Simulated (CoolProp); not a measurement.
Chloromethane (R40) at 341.08 K and 1.17 MPa is throttled through a valve to 0.118 MPa with no heat exchange. Each further row changes one setting.

Values from CoolProp's reference Helmholtz-energy equation of state, Thol 2014.

| case | temperature change (K) | final density (kg/m³) |
|---|---|---|
| as stated | [?] | [?] |
| outlet pressure 0.0354 MPa | [?] | 0.697 |
| outlet pressure 0.153 MPa | [?] | [?] |

Task: Fill in the missing entries.

Result: 
- as stated, temperature change (K): -28.4
- as stated, final density (kg/m³): 2.33
- outlet pressure 0.0354 MPa, temperature change (K): -31.0
- outlet pressure 0.153 MPa, temperature change (K): -27.3
- outlet pressure 0.153 MPa, final density (kg/m³): 3.03
